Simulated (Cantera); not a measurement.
An adiabatic, constant-volume homogeneous reactor starts with 6.15 % CH₄, 15.2 % O₂, 57.1 % N₂, 21.5 % CO₂, at 1625 K and 1.88 atm.

Detailed kinetics in Cantera: GRI-Mech 3.0 (53 species, 325 reactions).

One state of this run: T (K) = 2596; P (bar) = 3.11; x CH₄ = <1e-12; x O₂ = 0.0433; x CO₂ = 0.232; x CH₃ = <1e-12; x CO = 0.0382; x OH = 0.0104. x: mole fraction; the columns are a selection and need not sum to one.

Task: Which value of t (s) does it belong to?
A. 0.000141
B. 0.00181
C. 2.00e-6
D. 2.57e-5

Result: B, 0.00181
